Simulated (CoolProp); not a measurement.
Properties of R236FA along the isotherm 245.5 K (Tc = 398.1 K, pc = 3.191 MPa, ω = 0.377).

Computed with CoolProp (reference Helmholtz-energy equation of state, Pan 2012).

```tsv
p (MPa)	phase	speed of sound (m/s)	viscosity (µPa s)	conductivity (mW/(m K))
0.00505	gas	___	9.02	8.90
0.00786	gas	___	9.02	8.90
0.0122	gas	119.7	___	8.91
0.019	gas	119.2	9.00	8.91
0.0462	liquid	751.9	600	89.3
0.0719	liquid	752.1	600	89.3
0.112	liquid	752.3	601	89.3
0.174	liquid	752.6	601	89.3
0.271	liquid	___	602	89.3
0.423	liquid	___	603	89.4
0.658	liquid	755.1	605	___
1.02	liquid	757.0	___	89.6
1.6	liquid	___	614	89.8
```

Task: Complete the blanks.

Result: 
- 0.00505, speed of sound (m/s): 120.1
- 0.00786, speed of sound (m/s): 120.0
- 0.0122, viscosity (µPa s): 9.01
- 0.271, speed of sound (m/s): 753.1
- 0.423, speed of sound (m/s): 753.9
- 0.658, conductivity (mW/(m K)): 89.5
- 1.02, viscosity (µPa s): 609
- 1.6, speed of sound (m/s): 759.9

Viscosity comes from a separate model (Huber 2003), an estimate that may be off by 10 % or more. Thermal conductivity comes from a separate model (Huber 2003), an estimate that may be off by 10 % or more.
